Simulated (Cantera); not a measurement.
A closed system holds: 1 mol Al2O3, 0.044 mol Cl2, 0.037 mol N2, held at 0.420 bar.

These are equilibrium values from Cantera (NASA tables, ideal gas, pure condensed phases), not measurements of a reactor. Candidate condensed phases: Al, AlCl3, AlN, Al2O3; 24 gas species. Rates play no part.

log p: log10 of the partial pressure in bar; n: condensed amount in mol.

```tsv
T (°C)	log p Cl2	log p N2	log p Cl	log p AlCl3	log p O2	log p NO	n Al2O3(s)
850	-0.64	-0.72	-3.02	-4.07	-4.20	(withheld)	1.000
950	-0.65	-0.72	-2.55	-3.54	-3.67	(withheld)	1.000
1050	-0.66	-0.72	-2.15	-3.09	-3.22	(withheld)	1.000
1150	-0.67	-0.73	-1.81	-2.72	-2.85	(withheld)	1.000
1250	-0.70	-0.73	-1.52	-2.41	-2.54	(withheld)	1.000
1350	-0.75	-0.75	-1.28	-2.16	-2.29	(withheld)	0.999
1450	-0.83	-0.77	-1.08	-1.97	-2.11	(withheld)	0.999
```

Fill in the missing entries.


- 850, log p NO: -6.05
- 950, log p NO: -5.44
- 1050, log p NO: -4.92
- 1150, log p NO: -4.48
- 1250, log p NO: -4.11
- 1350, log p NO: -3.80
- 1450, log p NO: -3.55
